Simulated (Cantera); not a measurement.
A freely propagating, adiabatic, planar premixed flame of CO : H2 : O2 : N2 = 1 : 0.55 : 1.05 : 2.83 (molar parts), unburnt at 300 K and 100.0 Torr; mixture-averaged transport, grid criteria slope 0.08 and curve 0.16, no radiation.

Detailed kinetics in Cantera: GRI-Mech 3.0 (53 species, 325 reactions). Burning velocities carry a grid error of a few per cent, more on coarse grids.

What does this change do: inlet temperature 300 to 675 K?


| quantity | before | after |
|---|---|---|
| laminar burning velocity | 109 cm/s | 467 cm/s |
| thermal thickness | 5.64 mm | 9.07 mm |
| peak x(O) | 0.0231 | 0.0322 |
| peak x(H) | 0.0329 | 0.0452 |

What does this change do: inlet temperature 300 to 425 K?


| quantity | before | after |
|---|---|---|
| laminar burning velocity | 109 cm/s | 187 cm/s |
| thermal thickness | 5.64 mm | 6.87 mm |
| peak x(O) | 0.0231 | 0.0259 |
| peak x(H) | 0.0329 | 0.0370 |
